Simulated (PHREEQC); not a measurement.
Make-up at 25 °C: 0.0078 mol/kgw Na2HPO4 and 0.00014 mol/kgw HBF4. Closed to the air; pH follows from the charge balance.

All values are PHREEQC results (ion-association model, phreeqc.dat), not measurements.

This is a speciation only: nothing precipitates in the calculation.

Question: What pH, ionic strength does the model give?

Answer: pH 8.12; ionic strength 0.0226 mol/kgw.

Question: In which forms is B present?

Answer: H3BO3 92 %, H2BO3- 8.0 % of the B.

Species that the database lacks are ignored. Real BF4- forms and hydrolyses slowly; the run takes it at equilibrium.
